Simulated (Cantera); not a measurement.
An isothermal, constant-pressure homogeneous reactor starts with 0.790 % CO, 7.26 % O₂, 0.0570 % H₂O, 91.9 % N₂, at 1125 K and 0.133 bar.

Detailed kinetics in Cantera: GRI-Mech 3.0 (53 species, 325 reactions).

x: mole fraction; the columns are a selection and need not sum to one.

```csv
t (s),x CO,x O₂,x H₂O,x CO₂,x OH
9.00e-6,0.00790,0.0726,0.000570,9.53e-12,<1e-12
3.19e-5,0.00790,0.0726,0.000570,3.38e-11,<1e-12
0.000113,0.00790,0.0726,0.000570,1.20e-10,<1e-12
0.000401,0.00790,0.0726,0.000570,4.25e-10,1.21e-12
0.00142,0.00790,0.0726,0.000570,1.53e-9,1.31e-11
0.00504,0.00790,0.0726,0.000570,6.12e-9,1.48e-10
0.0179,0.00790,0.0726,0.000570,?,?
0.0633,0.00786,0.0726,0.000568,4.30e-5,2.24e-6
0.224,0.00124,0.0693,0.000550,0.00669,2.60e-5
0.796,8.87e-5,0.0689,0.000568,0.00785,7.15e-6
2.82,?,0.0689,0.000571,0.00793,?
10.0,4.09e-7,0.0689,0.000572,0.00793,6.30e-7
```

**Question.** What belongs in the gaps?

**Answer.** 
- 0.0179, x CO₂: 5.65e-8
- 0.0179, x OH: 2.44e-9
- 2.82, x CO: 6.39e-6
- 2.82, x OH: 2.07e-6
